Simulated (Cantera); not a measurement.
Cantera run:

```python
import numpy as np
import cantera as ct

gas_names = """
    CL CL2 H HCL H2 Si SiCL SiCL2 SiCL3 SiCL4 SiH SiHCL3 SiH2 SiH2CL2 SiH3 SiH3CL SiH4 Si2 Si3
""".split()
cond_names = """
    Si(cr) Si(L)
""".split()


def load(file, names, dense=False):
    # The tables refer to 1 bar. Condensed volumes are neglected.
    table = {s.name: s for s in ct.Species.list_from_file(file)}
    out = []
    for n in names:
        d = dict(table[n].input_data)
        d["thermo"] = dict(d["thermo"], **{"reference-pressure": 1e5})
        if dense:
            d["equation-of-state"] = {"model": "constant-volume", "density": "1e6 g/cm^3"}
        out.append(ct.Species.from_dict(d))
    return out


gas = ct.Solution(thermo="ideal-gas", species=load("nasa_gas.yaml", gas_names))
cond = {s.name: ct.Solution(thermo="fixed-stoichiometry", species=[s], name=s.name)
        for s in load("nasa_condensed.yaml", cond_names, dense=True)}
atoms = {
    'SiCl4': {'Si': 1, 'CL': 4},
    'Cl2': {'CL': 2},
    'H2': {'H': 2},
}
top_T = {}  # K; cautious upper limits of use, not melting points


def equilibrate(T, P, feed):
    n = {}
    for name, mol in feed.items():
        for a, k in atoms[name].items():
            n[a] = n.get(a, 0.0) + k * mol
    gas.TPX = T, P, n
    mass = sum(n.values()) * gas.mean_molecular_weight
    gas.equilibrate("TP")
    valid = [c for c in cond.values() if c.min_temp <= T <= top_T.get(c.name, c.max_temp)]
    mix = ct.Mixture([(gas, mass / gas.mean_molecular_weight)] + [(c, 0.0) for c in valid])
    mix.T, mix.P = T, P
    mix.equilibrate("TP", solver="vcs", rtol=1e-11, max_steps=5000)
    return mix


results = []
feed = {'SiCl4': 1, 'Cl2': 0.92, 'H2': 0.57}  # mol
T = 1250  # K
P = 13332.2  # Pa
mix = equilibrate(T, P, feed)
results.append((T, P, feed, dict(zip(mix.species_names, mix.species_moles))))
x = sorted(zip(gas.X, gas.species_names), reverse=True)
print(f"T = {T:g} K  P = {P:g} Pa  gas = {mix.phase_moles(0):.4g} mol")
print("   x: " + "  ".join(f"{s} {v:.3e}" for v, s in x if v > 1e-05))
print("   condensed (mol): " + ("  ".join(f"{mix.phase(i).name} {mix.phase_moles(i):.4g}"
      for i in range(1, mix.n_phases) if mix.phase_moles(i) > 1e-12) or "none"))
```

Output:

```
T = 1250 K  P = 13332.2 Pa  gas = 2.5 mol
   x: HCL 4.560e-01  SiCL4 4.000e-01  CL2 1.361e-01  CL 7.884e-03
   condensed (mol): none
```

Method: chemical equilibrium by Gibbs-energy minimisation in Cantera with the NASA 1993 tables (ideal gas, pure condensed phases).
